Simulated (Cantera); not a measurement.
What does this Cantera script print?

```python
import numpy as np
import cantera as ct

gas = ct.Solution("gri30.yaml")
gas.TPX = 1323, 15000, {'N2O': 1, 'N2': 5.2}
reactor = ct.IdealGasConstPressureReactor(gas, energy="off", clone=False)
net = ct.ReactorNet([reactor])
net.rtol, net.atol = 1e-08, 1e-18
show = ['N2O', 'NO', 'O', 'N2', 'NO2']
times = np.geomspace(0.0002, 8, 14)

steps = ct.SolutionArray(gas, extra=["t"])
rows = []
print(f"{'t/s':>10s}{'T/K':>9s}{'P/Pa':>11s}" + "".join(f"{s:>11s}" for s in show))
for t in times:
    while net.time < t:
        t_next = net.step()
        steps.append(gas.state, t=t_next)
    rows.append([np.interp(t, steps.t, y) for y in (steps.T, steps.P, *steps(*show).X.T)])
    print(f"{t:10.3e}{rows[-1][0]:9.1f}{rows[-1][1]:11.4g}" + "".join(f"{x:11.3e}" for x in rows[-1][2:]))
rate = np.gradient(steps.T, steps.t)
print("integrator steps:", len(steps.t))
if steps.T.max() > steps.T[0] + 200:
    print(f"time of steepest temperature rise: {steps.t[rate.argmax()]:.4e} s")
gas.TPX = 1323, 15000, {'N2O': 1, 'N2': 5.2}
gas.equilibrate("TP")
print(f"equilibrium (TP): T = {gas.T:.1f} K  " + "  ".join(f"{s} {gas[s].X[0]:.3e}" for s in show))
```

Output:

```
       t/s      T/K       P/Pa        N2O         NO          O         N2        NO2
 2.000e-04   1323.0    1.5e+04  1.613e-01  1.628e-06  7.120e-06  8.387e-01  5.424e-12
 4.519e-04   1323.0    1.5e+04  1.612e-01  5.774e-06  9.513e-06  8.387e-01  6.783e-11
 1.021e-03   1323.0    1.5e+04  1.612e-01  1.665e-05  1.017e-05  8.388e-01  5.578e-10
 2.307e-03   1323.0    1.5e+04  1.610e-01  4.167e-05  1.019e-05  8.388e-01  3.409e-09
 5.213e-03   1323.0    1.5e+04  1.606e-01  9.810e-05  1.019e-05  8.390e-01  1.790e-08
 1.178e-02   1323.0    1.5e+04  1.598e-01  2.250e-04  1.019e-05  8.394e-01  8.375e-08
 2.661e-02   1323.0    1.5e+04  1.578e-01  5.089e-04  1.018e-05  8.403e-01  3.380e-07
 6.013e-02   1323.0    1.5e+04  1.536e-01  1.136e-03  1.016e-05  8.423e-01  1.106e-06
 1.359e-01   1323.0    1.5e+04  1.444e-01  2.483e-03  1.012e-05  8.465e-01  2.914e-06
 3.070e-01   1323.0    1.5e+04  1.258e-01  5.203e-03  1.002e-05  8.552e-01  6.604e-06
 6.935e-01   1323.0    1.5e+04  9.279e-02  9.997e-03  9.759e-06  8.705e-01  1.317e-05
 1.567e+00   1323.0    1.5e+04  4.809e-02  1.631e-02  8.937e-06  8.914e-01  2.196e-05
 3.541e+00   1323.0    1.5e+04  1.280e-02  2.082e-02  6.102e-06  9.081e-01  2.853e-05
 8.000e+00   1323.0    1.5e+04  1.355e-03  2.175e-02  1.425e-06  9.138e-01  3.212e-05
integrator steps: 988
equilibrium (TP): T = 1323.0 K  N2O 8.188e-09  NO 2.975e-04  O 1.887e-07  N2 9.252e-01  NO2 6.765e-07
```

Computed with Cantera and GRI-Mech 3.0 (53 species, 325 reactions). GRI-Mech 3.0 was tuned for natural gas; its chemistry of N2O as a main component is partial and can be far from experiment. The mechanism lacks the step 2 NO + O2 → 2 NO2, which can matter for NO2 below about 1400 K. The temperature is held fixed by assumption; the heat of reaction is taken as removed at once.
